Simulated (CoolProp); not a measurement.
20 sccm (0 °C, 1 atm) of nitrogen bubbles through liquid n-heptane at 336.9 K and leaves saturated at a total pressure of 0.15 MPa (ideal gas phase). Each further row changes one setting.

Computed with CoolProp (reference Helmholtz-energy equation of state, Span 2003). It is a short technical equation, of lower accuracy than the large ones.

| case | vapour pressure (kPa) | mole fraction of vapour | delivery (mg/min) | delivery (sccm) | change of delivery for a bath 1 K warmer (%) |
|---|---|---|---|---|---|
| as stated | 32.3 | 0.215 | 24.5 | 5.49 | 4.9 |
| bath temperature 341.9 K | 38.7 | 0.258 | 31.1 | 6.96 | 5.0 |
| total pressure 0.3 MPa | 32.3 | 0.108 | 10.8 | 2.41 | 4.2 |
